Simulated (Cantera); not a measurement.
A perfectly stirred reactor is fed with CH4 : N2 = 1 : 11 (molar parts), at 9.75 Torr; it is held at 1500 K, and followed from long to short residence time.

Cantera simulation using GRI-Mech 3.0 (53 species, 325 reactions); the numbers are that mechanism's predictions, not measurements. GRI-Mech 3.0 stops at C3 and has no aromatics, soot or wall deposition, so with more carbon than oxygen in the feed, carbon stays in small species such as C2H2 where larger ones or solid carbon would form. Radical loss at walls, strong at low pressure, is not modelled.

| quantity | before | after |
|---|---|---|
| x(CH4) at τ = 26.0 s | 0.0292 | 0.0254 |
| x(C2H4) at τ = 26.0 s | 0.000212 | 0.000147 |
| x(HCN) at τ = 26.0 s | 1.96e-7 | 1.89e-7 |
| x(C2H6) at τ = 26.0 s | 5.59e-6 | 5.37e-6 |
| x(CH2) at τ = 26.0 s | 2.77e-8 | 1.58e-8 |
| x(CH4) at τ = 0.160 s | 0.0830 | 0.0821 |
| x(C2H4) at τ = 0.160 s | 7.87e-5 | 0.000348 |
| x(HCN) at τ = 0.160 s | 2.25e-12 | 2.65e-11 |
| x(C2H6) at τ = 0.160 s | 4.18e-6 | 2.16e-5 |
| x(CH2) at τ = 0.160 s | 6.43e-9 | 1.56e-8 |

Question: Name the change that produced these shifts.
(A) pressure from 9.75 Torr to 0.270 Torr
(B) pressure from 9.75 Torr to 20.0 Torr
(C) N2 11 to 25 parts
(D) temperature 1500 to 1125 K

Answer: B, pressure from 9.75 Torr to 20.0 Torr
